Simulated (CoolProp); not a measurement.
Saturation properties of isohexane.

Values from CoolProp's reference Helmholtz-energy equation of state, Lemmon 2006. It is a short technical equation, of lower accuracy than the large ones.

```csv
T (K),p (MPa),vapour density (kg/m³),enthalpy of vaporisation (kJ/kg),liquid cp (kJ/(kg K)),surface tension (mN/m)
224.2,0.0003823,0.01768,393.8,1.920,24.6
237.5,0.001049,0.04588,385.4,1.970,23.2
250.7,0.002526,0.1048,377.2,2.023,21.8
263.9,0.005485,0.2167,369.0,2.079,20.4
277.2,0.01097,0.4144,360.7,2.138,19.0
290.4,0.02028,0.7352,352.3,2.199,17.7
303.6,0.03520,1.230,343.7,2.262,16.3
316.9,0.05811,1.965,334.7,2.327,15.0
330.1,0.09122,2.999,325.4,2.394,13.7
343.3,0.1376,4.418,315.7,2.464,12.4
356.5,0.2004,6.317,305.3,2.536,11.2
369.8,0.2838,8.829,294.1,2.613,9.92
383,0.3905,12.05,282.2,2.693,8.71
396.2,0.5248,16.18,269.2,2.780,7.53
409.5,0.6925,21.49,254.9,2.876,6.36
```

It boils at 333.4 K under 1 atm.

Surface tension comes from a separate correlation (Mulero 2012).
